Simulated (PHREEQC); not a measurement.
Make-up at 25 °C: 0.003 mol/kgw ZnCl2 and 0.00014 mol/kgw Na2SO4. Closed to the air; pH follows from the charge balance.

All values are PHREEQC results (ion-association model, phreeqc.dat), not measurements.

Question: The ionic strength comes out as 0.00922 mol/kgw. What activity coefficients do ZnOH+, H+, Zn+2, Cl-, SO4-2 get?

Answer: ZnOH+ 0.91, H+ 0.92, Zn+2 0.68, Cl- 0.90, SO4-2 0.68.

Precipitation was switched off in this run. Complexes and solids missing from the database can't appear.
